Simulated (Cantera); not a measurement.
Feed: 1 mol C₂H₄, 0.47 mol H₂O, 19 mol N₂, held at 2423.15 K and 0.000370 bar.

Cantera equilibrium calculation (NASA polynomials, part measured and part estimated; ideal gas, pure solids and liquids). Candidate condensed phases: C, C₆H₆, C₇H₈, C₈H₁₈, H₂O; 136 gas species. Kinetics and transport are ignored.

### Question
What is the equilibrium state?

### Answer
| Quantity | Value |
|---|---|
| x(N₂) | 0.795 |
| x(H) | 0.147 |
| x(H₂) | 0.0255 |
| x(CO) | 0.0198 |
| x(HCN) | 0.00827 |
| x(CN) | 0.00247 |
| x(HNC) | 0.000884 |
| x(C₃) | 0.000391 |
| x(C₂H₂ (acetylene)) | 0.000198 |
| n(C(graphite)) | 1.21 mol |
| gas amount | 23.73 mol |
